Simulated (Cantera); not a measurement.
Feed: 1 mol SiCl₄, 0.041 mol HCl, 4.1 mol H₂, 0.91 mol CH₄, at 2048 K and 0.00180 bar.

Cantera equilibrium calculation (NASA polynomials, part measured and part estimated; ideal gas, pure solids and liquids). Candidate condensed phases: C, C₆H₆, C₇H₈, C₈H₁₈, Si, SiC; 109 gas species. The tables' values for SiCl, SiCl₃ are old estimates; treat these amounts as uncertain. Kinetics and transport are ignored.

Base state: H₂ 0.511, HCl 0.383, SiCl₂ 0.0424, H 0.0377, Cl 0.0209, Si 0.00274, SiCl 0.00148, C₂H₂ (acetylene) 0.000535 (mole fractions); condensed: C(graphite) + SiC(s).

What changes in the equilibrium state with this change: pressure from 0.00180 bar to 0.510 bar?


| species | before | after |
|---|---|---|
| H₂ | 0.511 | 0.542 |
| HCl | 0.383 | 0.405 |
| SiCl₂ | 0.0424 | 0.0447 |
| H | 0.0377 | 0.00231 |
| Cl | 0.0209 | 0.00128 |
| CH₄ | 1.76e-7 | 5.62e-5 |
| SiH₂Cl₂ | 5.69e-8 | 1.80e-5 |
| SiHCl₃ | 5.09e-7 | 0.000161 |
| SiCl₄ | 8.92e-7 | 0.000281 |
| Si | 0.00274 | 9.66e-6 |
| C(graphite), mol | 0.287 | 0.288 |
| SiC(s), mol | 0.611 | 0.612 |
The tables' values for SiCl₃, SiCl are old estimates; treat these amounts as uncertain.

What changes in the equilibrium state with this change: pressure from 0.00180 bar to 0.0100 bar?


```tsv
species	before	after
H₂	0.511	0.528
HCl	0.383	0.400
SiCl₂	0.0424	0.0448
H	0.0377	0.0163
Cl	0.0209	0.00913
Si	0.00274	0.000493
SiC₂	0.000141	2.54e-5
Si₂C	9.14e-5	1.65e-5
C(graphite), mol	0.287	0.276
SiC(s), mol	0.611	0.625
```
